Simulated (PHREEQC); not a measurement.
Solution (25 °C and 100 atm): 1.5 mol HBr, 0.0011 mol AlCl3 and 0.0065 mol MnSO4 per kg of water. Closed to the air; pH follows from the charge balance.

Model: ion-association model, phreeqc.dat, run in PHREEQC.

This is a speciation only: nothing precipitates in the calculation.

Question: What pH, activity of water, density does the model give?

Answer: pH -0.04; activity of water 0.949; density 1.082 g/cm³.

Question: In which forms is S present?

Answer: HSO4- 93 %, SO4-2 6.6 % of the S.

Caution: at this ionic strength the ion-association model is outside its range; a Pitzer model would be the better tool where its parameters exist. Complexes and solids missing from the database can't appear. Under pressure, the constants of complexes without a molar volume in the database are unreliable.
